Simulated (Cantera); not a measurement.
An isothermal, constant-pressure homogeneous reactor starts with NO : N₂ = 1 : 1.2 (molar parts), at 1498 K and 55000 Pa. Integrator tolerance rtol = 1e-08.

Model: GRI-Mech 3.0 (53 species, 325 reactions), integrated in Cantera.

What does this change do: pressure from 55000 Pa to 101000 Pa?


| quantity | before | after |
|---|---|---|
| x(NO) at 10.0 s | 0.435 (gas-phase equilibrium 0.00125) | 0.419 (gas-phase equilibrium 0.00125) |
| x(O) at 10.0 s | 6.02e-7 (gas-phase equilibrium 2.55e-6) | 5.57e-7 (gas-phase equilibrium 1.88e-6) |
| x(O₂) at 10.0 s | 0.00955 (gas-phase equilibrium 0.227) | 0.0170 (gas-phase equilibrium 0.227) |
| x(N₂O) at 10.0 s | 6.19e-5 (gas-phase equilibrium 5.64e-8) | 5.90e-5 (gas-phase equilibrium 7.66e-8) |
| x(NO₂) at 10.0 s | 0.000403 (gas-phase equilibrium 5.18e-6) | 0.000678 (gas-phase equilibrium 7.03e-6) |
| x(N₂) at 10.0 s | 0.555 (gas-phase equilibrium 0.772) | 0.563 (gas-phase equilibrium 0.772) |
